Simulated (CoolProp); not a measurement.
The numbers come from the reference Helmholtz-energy equation of state, Thol 2021 in CoolProp.

Problem. For chlorine, give the phase and the cp (kJ/(kg K)), cv (kJ/(kg K)), isothermal compressibility (1/MPa) at 368.9 K and 100 bar.

Solution. 
- 368.9 K and 100 bar: liquid; cp 1.10, cv 0.481, isothermal compressibility 0.00574
